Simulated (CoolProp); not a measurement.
Decamethylcyclopentasiloxane (D5) along the isobar 5.42 MPa: density (kg/m³) from the reference equation and from simpler models built on Tc = 345.1 °C, pc = 1.078 MPa, ω = 0.631; each cubic takes its own stable root.

Model: reference Helmholtz-energy equation of state, Thol 2019, in CoolProp.

```csv
T (°C),phase,reference
112.35,liquid,872.8
123.45,liquid,861.7
134.55,liquid,850.5
145.65,liquid,839.3
156.75,liquid,828.0
167.85,liquid,816.7
178.85,liquid,805.3
189.95,liquid,793.8
```

### Question
How far does each simpler model (van der Waals, Soave-Redlich-Kwong, Peng-Robinson) lie from the reference over these 8 states: mean and median of the absolute difference, and the worst?

### Answer
- van der Waals: mean 40.0 %, median 40.1 %, worst -41.3 % at 112.35 °C and 5.42 MPa
- Soave-Redlich-Kwong: mean 11.1 %, median 11.0 %, worst -12.0 % at 112.35 °C and 5.42 MPa
- Peng-Robinson: mean 0.6 %, median 0.6 %, worst -1.3 % at 112.35 °C and 5.42 MPa
